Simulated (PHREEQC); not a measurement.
0.24 g of hydrous ferric oxide (600 m²/g; 0.2 weak and 0.005 strong sites per Fe, Dzombak-Morel constants, diffuse double layer) in 1 kg of water with 0.01 mol/kgw of an inert sodium salt and 0.00073 mol NaF, 7.2e-07 mol ZnSO4 and 6e-07 mol Na2HAsO4, at 25 °C; the pH is set by adding NaOH or the inert anion's acid. O2 is buffered at 0.21 atm. No CO2 enters from the air. Precipitation was switched off in this run.

Base run: PHREEQC, ion-association model, wateq4f.dat. Each further column changes one thing. The table gives F sorbed (%).

```tsv
pH	base	no electrostatic term (-no_edl)	background salt from 0.01 to 0.001 mol/kgw	oxide from 0.24 to 1.2 g/kgw	0.0017 mol/kgw CuSO4 added
4	47.2	1.1	52.6	97.0	8.6
5.5	30.1	1.2	32.6	84.1	3.2
6.5	15.1	1.3	16.5	54.4	1.3
8	1.8	1.6	1.9	8.5	1.4
9.5	0.1	0.4	0.1	0.4	0.2
10.5	0.0	0.0	0.0	0.1	0.0
12	0.0	0.0	0.0	0.0	0.0
```

The database has no arsenate complexes of Zn. In at least one series the solution becomes supersaturated in solids that the run did not let form, among them Cu(OH)2, Brochantite, Antlerite. The database has no arsenate complexes of Cu, Zn. The database's constant for dissolved Cu(OH)2 is higher than later reviews accept.
